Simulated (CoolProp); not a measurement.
Properties of fluoroethane (R161) along the isobar 1.44 MPa (Tc = 375.2 K, pc = 5.010 MPa, ω = 0.216).

The numbers come from the reference Helmholtz-energy equation of state, Wu 2012 in CoolProp.

```csv
T (K),phase,Z,speed of sound (m/s),Joule-Thomson coefficient (K/MPa),isothermal compressibility (1/MPa),expansivity (1/kK),fugacity coefficient
165.6,liquid,0.05515,1533,-0.4198,0.0006458,1.406,0.0005746
184.6,liquid,0.05083,1418,-0.4249,0.0007853,1.448,0.003284
203.5,liquid,0.04741,1302,-0.4186,0.0009657,1.513,0.01275
222.5,liquid,0.04467,1185,-0.3964,0.001210,1.618,0.03785
241.5,liquid,0.04250,1068,-0.3553,0.001560,1.783,0.09144
260.4,liquid,0.04086,948.1,-0.2926,0.002095,2.037,0.1879
279.4,liquid,0.03972,820.6,-0.1991,0.003000,2.428,0.3421
298.3,liquid,0.03916,683.9,-0.05502,0.004708,3.052,0.5619
317.3,gas,0.7811,211.2,22.06,0.9518,7.369,0.8233
336.2,gas,0.8312,225.8,17.09,0.8627,5.545,0.8555
355.2,gas,0.8652,237.9,13.71,0.8162,4.551,0.8801
374.2,gas,0.8898,248.3,11.27,0.7877,3.920,0.8993
393.1,gas,0.9081,257.6,9.468,0.7687,3.481,0.9144
412.1,gas,0.9225,266.2,8.078,0.7550,3.154,0.9267
431,gas,0.9339,274.2,6.999,0.7448,2.899,0.9368
450,gas,0.9432,281.7,6.134,0.7369,2.693,0.9452
```
